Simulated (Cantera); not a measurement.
A perfectly stirred reactor is fed with 87.0 % NO, 13.0 % N2, at 31000 Pa; it is held at 1798 K, and followed from long to short residence time.

Model: GRI-Mech 3.0 (53 species, 325 reactions), integrated in Cantera.

**Question.** Predict: x(NO) at τ = 1.10 s; x(O) at τ = 1.10 s; x(N2) at τ = 1.10 s; x(N2O) at τ = 1.10 s; x(O2) at τ = 1.10 s; x(NO) at τ = 61.0 ms; x(O) at τ = 61.0 ms; x(N2) at τ = 61.0 ms; x(N2O) at τ = 61.0 ms; x(O2) at τ = 61.0 ms.

**Answer.** 
```
Quantity                  Value
---------------------  --------
x(NO) at τ = 1.10 s       0.766
x(O) at τ = 1.10 s      5.50e-5
x(N2) at τ = 1.10 s       0.182
x(N2O) at τ = 1.10 s   0.000225
x(O2) at τ = 1.10 s      0.0511
x(NO) at τ = 61.0 ms      0.863
x(O) at τ = 61.0 ms     2.67e-5
x(N2) at τ = 61.0 ms      0.134
x(N2O) at τ = 61.0 ms  0.000272
x(O2) at τ = 61.0 ms    0.00310
```
